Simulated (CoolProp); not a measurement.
A single-stage vapour-compression cycle with the fluid: evaporating at 197.15 K (dew point), condensing at 255.15 K (bubble point), superheat 5 K, subcooling 5 K, compressor efficiency 0.7, no pressure losses. The same conditions are run with several fluids, on thermodynamics alone (safety and materials aside).

Model: reference Helmholtz-energy equation of state of each fluid (nitrous oxide: Lemmon 2006; CH3F (R41): Lemmon 2006; hydrogen chloride: Thol 2018; R125: Lemmon 2005; ethane: Bücker 2006; propylene: Lemmon 2013), in CoolProp.

```csv
fluid,cooling COP,pressure ratio,discharge temperature (K),refrigerating effect (kJ/kg),volumetric capacity (kJ/m³)
nitrous oxide,1.75,[?],385.7,268,1480
CH3F (R41),1.78,10.5,394.7,[?],913
hydrogen chloride,[?],9.54,455.0,347,[?]
R125,1.88,17.8,[?],122,[?]
ethane,1.80,7.88,327.7,[?],1200
propylene,1.94,14.6,335.2,358,204
```

Question: Some entries are withheld; supply them.

Answer: 
- nitrous oxide, pressure ratio: 9.43
- CH3F (R41), refrigerating effect (kJ/kg): 375
- hydrogen chloride, cooling COP: 1.73
- hydrogen chloride, volumetric capacity (kJ/m³): 1280
- R125, discharge temperature (K): 299.2
- R125, volumetric capacity (kJ/m³): 180
- ethane, refrigerating effect (kJ/kg): 336
